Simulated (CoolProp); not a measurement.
The fluoroketone C6F12O (FK-5-1-12) at 405.61 K and 3.02 MPa is throttled through a valve to 2.08 MPa with no heat exchange. Each further row changes one setting.

Values from CoolProp's reference Helmholtz-energy equation of state, McLinden 2015.

| case | temperature change (K) | final phase | final density (kg/m³) |
|---|---|---|---|
| as stated | -0.4 | liquid | 1220 |
| outlet pressure 0.624 MPa | -18.3 | two-phase, vapour fraction 0.337 | 212 |
| outlet pressure 2.7 MPa | -0.1 | liquid | 1230 |
